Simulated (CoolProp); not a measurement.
Model: reference Helmholtz-energy equation of state, Lemmon 2006, in CoolProp. It is a short technical equation, of lower accuracy than the large ones.

**Question.** For CH3F (R41), give the phase and the cv (kJ/(kg K)), speed of sound (m/s) at 52.65 °C and 0.603 MPa; 52.65 °C and 1.14 MPa; 52.65 °C and 7.79 MPa.

**Answer.** 
- 52.65 °C and 0.603 MPa: gas; cv 0.933, speed of sound 311
- 52.65 °C and 1.14 MPa: gas; cv 0.960, speed of sound 304
- 52.65 °C and 7.79 MPa: supercritical; cv 1.37, speed of sound 266
